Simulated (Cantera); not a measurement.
Feed: 1 mol BaF2, 7.4 mol H2O, 7.4 mol H2.

Cantera equilibrium calculation (NASA polynomials, part measured and part estimated; ideal gas, pure solids and liquids). Candidate condensed phases: Ba, BaF2, BaO, Ba(OH)2, H2O; 27 gas species. Mutual solubility and eutectic melting of coexisting phases are not modelled. Equilibrium is a limit: real reactors are often held back by kinetics, nucleation or transport.

**Question.** What condenses at these points (T in K, P in Pa): (1848, 3200); (1848, 560); (1798, 18000); (1648, 100000); (1798, 18); (1998, 18); (1748, 18000)?

**Answer.** 
```tsv
T (K)	P in Pa	condensed phases	Ba condensed (%)
1848	3200	BaO	12.9
1848	560	BaO	8.8
1798	18000	BaF2 + BaO	70.7
1648	100000	BaF2	97.1
1798	18	gas only	0.0
1998	18	gas only	0.0
1748	18000	BaF2 + BaO	83.0
```
